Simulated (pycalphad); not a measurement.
Source of the numbers: pycalphad with the COST 507 light-alloy database (1999); pressure 1 atm. These are 1990s assessments: newer ones move some temperatures and phases. Phase fractions are per mole of atoms.

Question: Give the equilibrium state of Al-8.31Si (at.%) at 610 K.

Answer: 
```
T = 610.00 K, P = 101325 Pa, N = 1 mol of atoms
G = -19942 J/mol, H = 8179 J/mol, S = 46.10 J/(mol K)  (SER reference)
chemical potentials (J/mol): Al -20463, Si -14194
phase             fraction      x(Al)      x(Si)
FCC_A1              0.9179     0.9990     0.0010
DIAMOND_A4          0.0821   1.66e-09     1.0000
```

FCC_A1 is fcc; DIAMOND_A4 is diamond (Si).
